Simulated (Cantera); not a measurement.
**NO annealing gas**

An isothermal, constant-pressure homogeneous reactor starts with 51.0 % NO, 49.0 % N₂, at 1625 K and 0.133 bar.

Model: GRI-Mech 3.0 (53 species, 325 reactions), integrated in Cantera.

| t (s) | x NO | x N₂O | x O₂ | x N₂ | x NO₂ | x O |
|---|---|---|---|---|---|---|
| 5.00e-5 | 0.510 | 7.07e-8 | 1.92e-11 | 0.490 | 2.70e-9 | 6.80e-8 |
| 0.000182 | 0.510 | 2.56e-7 | 2.38e-10 | 0.490 | 3.32e-8 | 2.24e-7 |
| 0.000660 | 0.510 | 9.28e-7 | 2.68e-9 | 0.490 | 3.48e-7 | 5.88e-7 |
| 0.00240 | 0.510 | 3.33e-6 | 2.74e-8 | 0.490 | 2.47e-6 | 9.61e-7 |
| 0.00871 | 0.510 | 1.15e-5 | 3.26e-7 | 0.490 | 1.13e-5 | 1.34e-6 |
| 0.0316 | 0.510 | 3.55e-5 | 5.91e-6 | 0.490 | 4.08e-5 | 2.39e-6 |
| 0.115 | 0.510 | 7.64e-5 | 8.52e-5 | 0.490 | 8.05e-5 | 3.68e-6 |
| 0.417 | 0.509 | 9.15e-5 | 0.000509 | 0.490 | 9.10e-5 | 4.09e-6 |
| 1.52 | 0.506 | 9.03e-5 | 0.00208 | 0.492 | 0.000107 | 4.65e-6 |
| 5.51 | 0.495 | 8.57e-5 | 0.00768 | 0.498 | 0.000148 | 6.22e-6 |
| 20.0 | 0.457 | 7.20e-5 | 0.0264 | 0.516 | 0.000227 | 9.69e-6 |
x: mole fraction; the columns are a selection and need not sum to one.

Equilibrium at this temperature and pressure: NO 0.00231, N₂O 4.86e-8, O₂ 0.254, N₂ 0.744, NO₂ 3.49e-6, O 2.70e-5 (gas phase only).
